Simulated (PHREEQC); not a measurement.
Consider water at 10 °C with 0.25 mol/kgw H2SO4, 0.0017 mol/kgw Al2(SO4)3 and 0.029 mol/kgw MgSO4. Closed to the air; pH follows from the charge balance.

Model: ion-association model, phreeqc.dat, run in PHREEQC.

```json
{
 "pH": "0.67",
 "ionic_strength": "0.385 mol/kgw",
 "activity_of_water": "0.990",
 "specific_conductance": "57700 µS/cm",
 "density": "1.019 g/cm³",
 "total_alkalinity": "-500 meq/kg"
}
```

```tsv
species	molality	activity	log γ
H+	0.275	0.214	-0.110
HSO4-	0.225	0.166	-0.133
SO4-2	0.0461	0.0108	-0.630
Mg+2	0.0196	0.00609	-0.508
MgSO4	0.00941	0.0103	0.039
AlSO4+	0.00213	0.00147	-0.162
Al(SO4)2-	0.000677	0.000467	-0.162
```

Precipitation was switched off in this run. Constants without temperature data keep their 25 °C values here.
